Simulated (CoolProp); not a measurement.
Vapour-liquid equilibrium of benzene (1) + ethylbenzene (2) at 146.05 °C; x and y are mole fractions of (1).

The numbers come from the multi-fluid Helmholtz-energy mixture model, Thol 2012 and Zhou 2012; pair parameters Bell 2016 in CoolProp.

Give the bubble pressure and the first vapour's composition at x = 0.125, 0.35, 0.425. Is there an azeotrope?

x = 0.125: 0.1719 MPa, y = 0.322; x = 0.35: 0.2530 MPa, y = 0.651; x = 0.425: 0.2823 MPa, y = 0.722. No azeotrope shows between x = 0.05 and 0.95.

Pair parameters are fitted to limited data, so mixtures are less certain than the pure fluids.
